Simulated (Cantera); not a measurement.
An isothermal, constant-pressure homogeneous reactor starts with C2H6 : H2 = 1 : 86 (molar parts), at 1650 K and 2670 Pa. Integrator tolerance rtol = 1e-08.

Model: GRI-Mech 3.0 (53 species, 325 reactions), integrated in Cantera. GRI-Mech 3.0 stops at C3 and has no aromatics, soot or wall deposition, so with more carbon than oxygen in the feed, carbon stays in small species such as C2H2 where larger ones or solid carbon would form. Radical loss at walls, strong at low pressure, is not modelled.

```csv
quantity,before,after
x(C2H6) at 1.00 s,2.92e-7 (gas-phase equilibrium 1.68e-9),6.63e-5 (gas-phase equilibrium 2.97e-7)
x(H2) at 1.00 s,0.983 (gas-phase equilibrium 0.988),0.986 (gas-phase equilibrium 0.977)
x(C2H) at 1.00 s,1.47e-8 (gas-phase equilibrium 2.69e-8),<1e-12 (gas-phase equilibrium <1e-12)
x(H) at 1.00 s,0.000522 (gas-phase equilibrium 0.000557),5.56e-6 (gas-phase equilibrium 4.55e-7)
x(C2H4) at 1.00 s,1.86e-5 (gas-phase equilibrium 2.08e-5),0.00784 (gas-phase equilibrium 4.02e-5)
```

Q: Which change was made?
A) C2H6 1 to 0.15 parts
B) temperature 1650 to 1675 K
C) temperature 1650 to 1150 K
D) temperature 1650 to 1950 K

A: C, temperature 1650 to 1150 K
